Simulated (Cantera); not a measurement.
A closed system holds: 1 mol AlBr3, 0.44 mol O2, 71 mol N2, equilibrated at 0.0100 bar.

Cantera equilibrium calculation (NASA polynomials, part measured and part estimated; ideal gas, pure solids and liquids). Candidate condensed phases: Al, AlBr3, AlN, Al2O3, Br2; 21 gas species. Kinetics and transport are ignored.

x: gas mole fraction; n: condensed amount in mol.

```json
[
 {"T (°C)": "377", "x N2": "0.982", "x Br": "1.14e-5", "x Br2": "0.0122", "x AlBr3": "0.00569", "x AlBr": "<1e-12", "x Al": "<1e-12", "n Al2O3(s)": "0.293"},
 {"T (°C)": "527", "x N2": "0.982", "x Br": "0.000332", "x Br2": "0.0120", "x AlBr3": "0.00572", "x AlBr": "<1e-12", "x Al": "<1e-12", "n Al2O3(s)": "0.293"},
 {"T (°C)": "677", "x N2": "0.981", "x Br": "0.00317", "x Br2": "0.0106", "x AlBr3": "0.00571", "x AlBr": "<1e-12", "x Al": "<1e-12", "n Al2O3(s)": "0.293"},
 {"T (°C)": "827", "x N2": "0.976", "x Br": "0.0127", "x Br2": "0.00574", "x AlBr3": "0.00568", "x AlBr": "<1e-12", "x Al": "<1e-12", "n Al2O3(s)": "0.293"},
 {"T (°C)": "977", "x N2": "0.972", "x Br": "0.0216", "x Br2": "0.00125", "x AlBr3": "0.00566", "x AlBr": "2.72e-10", "x Al": "<1e-12", "n Al2O3(s)": "0.293"},
 {"T (°C)": "1127", "x N2": "0.970", "x Br": "0.0237", "x Br2": "0.000195", "x AlBr3": "0.00565", "x AlBr": "1.81e-7", "x Al": "<1e-12", "n Al2O3(s)": "0.293"},
 {"T (°C)": "1277", "x N2": "0.970", "x Br": "0.0241", "x Br2": "___", "x AlBr3": "0.00561", "x AlBr": "___", "x Al": "___", "n Al2O3(s)": "0.293"},
 {"T (°C)": "1427", "x N2": "0.967", "x Br": "___", "x Br2": "___", "x AlBr3": "___", "x AlBr": "___", "x Al": "___", "n Al2O3(s)": "0.293"},
 {"T (°C)": "1577", "x N2": "0.960", "x Br": "0.0341", "x Br2": "6.26e-6", "x AlBr3": "0.000435", "x AlBr": "0.00515", "x Al": "4.38e-6", "n Al2O3(s)": "0.293"},
 {"T (°C)": "1727", "x N2": "0.959", "x Br": "0.0350", "x Br2": "2.46e-6", "x AlBr3": "2.07e-5", "x AlBr": "0.00552", "x Al": "3.79e-5", "n Al2O3(s)": "0.293"}
]
```

Q: Some entries are withheld; supply them.

A: 
- 1277, x Br2: 3.87e-5
- 1277, x AlBr: 3.82e-5
- 1277, x Al: 2.00e-10
- 1427, x Br: 0.0274
- 1427, x Br2: 1.28e-5
- 1427, x AlBr3: 0.00390
- 1427, x AlBr: 0.00173
- 1427, x Al: 1.53e-7
